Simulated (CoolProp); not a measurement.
Model: reference Helmholtz-energy equation of state, Lemmon 2006, in CoolProp. It is a short technical equation, of lower accuracy than the large ones.

Question: For n-nonane, give the phase and the density (kg/m³), speed of sound (m/s), conductivity (mW/(m K)), Prandtl number at 428.4 K and 0.101 MPa; 454.2 K and 0.101 MPa.

Answer: 
- 428.4 K and 0.101 MPa: gas; density 3.85, speed of sound 160, conductivity 21.6, Prandtl number 0.800
- 454.2 K and 0.101 MPa: gas; density 3.59, speed of sound 167, conductivity 24.3, Prandtl number 0.789

Viscosity comes from a separate model (Huber 2004). Thermal conductivity comes from a separate model (Huber 2005).
